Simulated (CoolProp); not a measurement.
A simple Rankine cycle with methanol: condensing at 307.15 K, boiler at 0.623 MPa, turbine inlet 397.1 K, turbine efficiency 0.6, pump efficiency 0.8, no recuperator. Each further row changes one setting.

Values from CoolProp's reference Helmholtz-energy equation of state, de Reuck 1993.

```tsv
case	thermal efficiency (%)	net work (kJ/kg)	heat in (kJ/kg)	turbine exit temperature (K)	volume ratio over the turbine
as stated	11.8	147	1240	307.1	18.7
turbine inlet 417.1 K	12.0	156	1300	307.1	17.9
condensing temperature 299.15 K	12.9	163	1260	299.2	27.1
boiler pressure 0.436 MPa	10.7	136	1270	307.1	12.9
turbine efficiency 0.5	9.8	122	1240	307.1	19.1
```

The expansion ends wet for: as stated; turbine inlet 417.1 K; condensing temperature 299.15 K; boiler pressure 0.436 MPa; turbine efficiency 0.5.
